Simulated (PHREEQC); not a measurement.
Solution (20 °C): 0.0014 mol CdSO4, 0.043 mol NiCl2 and 0.00046 mol Ni(NO3)2 per kg of water. Closed to the air; pH follows from the charge balance.

All values are PHREEQC results (ion-association model, wateq4f.dat), not measurements.

Precipitation was switched off in this run.

What pH does the model give?

pH 5.90.

In which forms is Cl present?

Cl- 94 %, NiCl+ 3.2 %, NiCl2 1.1 %, CdCl+ 1.0 % of the Cl.

Complexes and solids missing from the database can't appear.
